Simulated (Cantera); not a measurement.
**Equilibrium for oxide etching and cleaning by halides: MgO + NF3 + H2**

A closed system holds: 1 mol MgO, 2 mol NF3, 44 mol H2, at 1000 K.

Equilibrium computed with Cantera from the NASA thermochemical tables; the gas is ideal and each condensed phase is pure. Candidate condensed phases: H2O, Mg, MgF2, MgO, Mg(OH)2; 50 gas species. The numbers say what is thermodynamically allowed, not how fast it happens.

```
P (Pa)   x H2    x HF    x H2O    x N2     x NH3    x MgF2      x H    x H2F2  n MgF2(s)  n MgO(s)
------  -----  ------  -------  ------  --------  --------  -------  --------  ---------  --------
1       0.861   0.109  0.00857  0.0210  6.75e-10   1.46e-6  6.66e-7  4.67e-12      0.408     0.592
6.80    0.872  0.0851   0.0213  0.0213   4.70e-9   2.15e-7  2.57e-7  1.94e-11      1.000         0
46      0.872  0.0851   0.0213  0.0213   3.18e-8   3.17e-8  9.88e-8  1.31e-10      1.000         0
320     0.872  0.0851   0.0213  0.0213   2.21e-7   4.56e-9  3.75e-8  9.12e-10       1.00         0
2200    0.872  0.0851   0.0213  0.0213   1.52e-6  6.63e-10  1.43e-8   6.27e-9       1.00         0
15000   0.872  0.0851   0.0213  0.0213   1.04e-5  9.73e-11  5.47e-9   4.28e-8       1.00         0
100000  0.872  0.0851   0.0213  0.0212   6.91e-5  1.46e-11  2.12e-9   2.85e-7       1.00         0
```
x: gas mole fraction; n: condensed amount in mol.

At 1.00 Pa the condensed part is MgF2(s) + MgO(s). From 6.80 Pa to 100000 Pa the condensed part is MgF2(s).
